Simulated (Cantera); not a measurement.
Charge: 1 mol PbI2, 100 mol H2, equilibrated at 1723 K and 28.0 Pa.

Cantera equilibrium calculation (NASA polynomials, part measured and part estimated; ideal gas, pure solids and liquids). Candidate condensed phases: I2, Pb, PbI2; 10 gas species. Kinetics and transport are ignored.

Base state: H2 0.960, I 0.0189, H 0.0107, Pb 0.00966, HI 0.000425 (mole fractions); condensed: gas only.

**Question.** What changes in the equilibrium state with this change: temperature from 1723 K to 2048.15 K?

**Answer.** 
| species | before | after |
|---|---|---|
| H2 | 0.960 | 0.849 |
| H | 0.0107 | 0.123 |
| I | 0.0189 | 0.0181 |
| Pb | 0.00966 | 0.00911 |
| HI | 0.000425 | 0.000149 |
